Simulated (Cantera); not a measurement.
A perfectly stirred reactor is fed with CH4 : O2 : N2 = 1 : 4.76 : 17.9 (molar parts), equivalence ratio 0.42, at 2850 Torr; it is adiabatic with a 725 K inlet, and is followed from long to short residence time, starting on the burning branch (τ in s: 0.082, 0.034, 0.014, 0.0056, 0.0023, 0.00094, 0.00039, 0.00016, 6.4e-05, 2.6e-05, 1.1e-05).

Computed with Cantera and GRI-Mech 3.0 (53 species, 325 reactions).

Predict: blow-out, bracketed by the residence times tried; x(CH4) at τ = 82.0 ms; x(O2) at τ = 82.0 ms; x(CH2) at τ = 82.0 ms; x(CO) at τ = 82.0 ms; x(C2H4) at τ = 82.0 ms; x(CH4) at τ = 0.940 ms; x(O2) at τ = 0.940 ms; x(CH2) at τ = 0.940 ms; x(CO) at τ = 0.940 ms; x(C2H4) at τ = 0.940 ms.


```
Item                                                                             Value
------------------------------------------------  ------------------------------------
blow-out, bracketed by the residence times tried  burning at 0.390 ms, out at 0.160 ms
x(CH4) at τ = 82.0 ms                                                          1.07e-5
x(O2) at τ = 82.0 ms                                                             0.117
x(CH2) at τ = 82.0 ms                                                          7.04e-9
x(CO) at τ = 82.0 ms                                                          0.000133
x(C2H4) at τ = 82.0 ms                                                         5.46e-9
x(CH4) at τ = 0.940 ms                                                        0.000241
x(O2) at τ = 0.940 ms                                                            0.118
x(CH2) at τ = 0.940 ms                                                         3.66e-7
x(CO) at τ = 0.940 ms                                                          0.00344
x(C2H4) at τ = 0.940 ms                                                        3.69e-7
```
